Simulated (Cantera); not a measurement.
An isothermal, constant-pressure homogeneous reactor starts with NO : N2 = 1 : 0.14 (molar parts), at 2048 K and 0.0622 atm. Integrator tolerance rtol = 1e-08.

Model: GRI-Mech 3.0 (53 species, 325 reactions), integrated in Cantera.

Task: What does this change do: pressure from 0.0622 atm to 0.0132 atm?

Result: 
```json
[
 {"quantity": "x(NO) at 20.0 s", "before": "0.0126 (gas-phase equilibrium 0.0105)", "after": "0.0349 (gas-phase equilibrium 0.0105)"},
 {"quantity": "x(NO2) at 20.0 s", "before": "7.22e-6 (gas-phase equilibrium 6.03e-6)", "after": "9.05e-6 (gas-phase equilibrium 2.76e-6)"},
 {"quantity": "x(N2) at 20.0 s", "before": "0.554 (gas-phase equilibrium 0.555)", "after": "0.542 (gas-phase equilibrium 0.555)"},
 {"quantity": "x(O) at 20.0 s", "before": "0.00252 (gas-phase equilibrium 0.00252)", "after": "0.00540 (gas-phase equilibrium 0.00547)"},
 {"quantity": "x(O2) at 20.0 s", "before": "0.430 (gas-phase equilibrium 0.432)", "after": "0.417 (gas-phase equilibrium 0.429)"},
 {"quantity": "x(N2O) at 20.0 s", "before": "1.37e-7 (gas-phase equilibrium 1.24e-7)", "after": "2.45e-7 (gas-phase equilibrium 5.70e-8)"}
]
```
Radical loss at walls, strong at low pressure, is not modelled.
